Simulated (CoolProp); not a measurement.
A single-stage vapour-compression cycle with propane: evaporating at 209.15 K (dew point), condensing at 245.15 K (bubble point), superheat 10 K, subcooling 8 K, compressor efficiency 0.6, no pressure losses. Each further row changes one setting.

The numbers come from the reference Helmholtz-energy equation of state, Lemmon 2009 in CoolProp.

| case | cooling COP | pressure ratio | discharge temperature (K) | refrigerating effect (kJ/kg) | volumetric capacity (kJ/m³) |
|---|---|---|---|---|---|
| as stated | 3.18 | 5.28 | 304.3 | 399 | 337 |
| evaporating temperature 214.15 K | 3.85 | 4.03 | 296.1 | 405 | 439 |
| condensing temperature 240.15 K | 3.75 | 4.33 | 294.2 | 410 | 346 |
| subcooling 13 K | 3.27 | 5.28 | 304.3 | 410 | 346 |
| superheat 20 K | 3.15 | 5.28 | 315.4 | 413 | 333 |
| compressor efficiency 0.5 | 2.65 | 5.28 | 318.6 | 399 | 337 |
